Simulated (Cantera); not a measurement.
Adiabatic ignition

An adiabatic, constant-pressure homogeneous reactor starts with 21.2 % CO, 10.4 % H₂, 14.4 % O₂, 54.1 % N₂, equivalence ratio 1.1, at 1298 K and 2200000 Pa.

Cantera simulation using GRI-Mech 3.0 (53 species, 325 reactions); the numbers are that mechanism's predictions, not measurements. The hydrogen kinetics of GRI-Mech 3.0 are dated; newer H2 mechanisms differ, most at raised pressure. The pressure lies above the range GRI-Mech 3.0 was tuned for (to about 10 atm).

| t (s) | T (K) | x CO | x H₂ | x O₂ | x NO | x HO₂ |
|---|---|---|---|---|---|---|
| 1.00e-6 | 1298 | 0.212 | 0.104 | 0.144 | <1e-12 | 1.26e-6 |
| 3.14e-6 | 1298 | 0.212 | 0.104 | 0.143 | <1e-12 | 2.10e-5 |
| 9.85e-6 | 2574 | 0.115 | 0.0100 | 0.0398 | 7.84e-5 | 4.41e-5 |
| 3.09e-5 | 2974 | 0.0760 | 0.00652 | 0.0194 | 0.00263 | 1.49e-5 |
| 9.70e-5 | 2963 | 0.0765 | 0.00663 | 0.0175 | 0.00767 | 1.35e-5 |
| 0.000305 | 2956 | 0.0770 | 0.00670 | 0.0163 | 0.0109 | 1.27e-5 |
| 0.000956 | 2956 | 0.0770 | 0.00671 | 0.0163 | 0.0111 | 1.26e-5 |
| 0.00300 | 2956 | 0.0770 | 0.00671 | 0.0163 | 0.0111 | 1.26e-5 |
| 0.00942 | 2956 | 0.0770 | 0.00671 | 0.0163 | 0.0111 | 1.26e-5 |
| 0.0296 | 2956 | 0.0770 | 0.00671 | 0.0163 | 0.0111 | 1.26e-5 |
| 0.0928 | 2956 | 0.0770 | 0.00671 | 0.0163 | 0.0111 | 1.26e-5 |
| 0.291 | 2956 | 0.0770 | 0.00671 | 0.0163 | 0.0111 | 1.26e-5 |
| 0.914 | 2956 | 0.0770 | 0.00671 | 0.0163 | 0.0111 | 1.26e-5 |
| 2.87 | 2956 | 0.0770 | 0.00671 | 0.0163 | 0.0111 | 1.26e-5 |
| 9.00 | 2956 | 0.0770 | 0.00671 | 0.0163 | 0.0111 | 1.26e-5 |
x: mole fraction; the columns are a selection and need not sum to one.

```json
{
  "time_of_steepest_temperature_rise": "8.89 µs",
  "temperature at 9.00 s": "2956 K",
  "equilibrium_temperature": "2956 K",
  "x(CO) at 9.00 s": "0.0770 (gas-phase equilibrium 0.0770)",
  "x(H₂) at 9.00 s": "0.00671 (gas-phase equilibrium 0.00671)",
  "x(O₂) at 9.00 s": "0.0163 (gas-phase equilibrium 0.0163)"
}
```
